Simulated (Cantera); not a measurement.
Charge: 1 mol Ca(OH)2, 0.14 mol H2, 0.11 mol H2O, equilibrated at 1777 °C and 101000 Pa.

Equilibrium computed with Cantera from the NASA thermochemical tables; the gas is ideal and each condensed phase is pure. Candidate condensed phases: Ca, CaO, Ca(OH)2, H2O; 14 gas species. Kinetics and transport are ignored.

**Question.** What is the equilibrium state?

**Answer.** 
```json
{
  "x(H2O)": "0.887",
  "x(H2)": "0.112",
  "x(H)": "0.000754",
  "x(OH)": "0.000653",
  "x(Ca(OH)2)": "0.000132",
  "x(O2)": "1.08e-5",
  "x(O)": "3.17e-6",
  "x(CaOH)": "2.47e-6",
  "n(CaO(s))": "1.000 mol",
  "gas_amount": "1.251 mol",
  "log10 activity of Ca(l) (absent)": "-8.08"
}
```
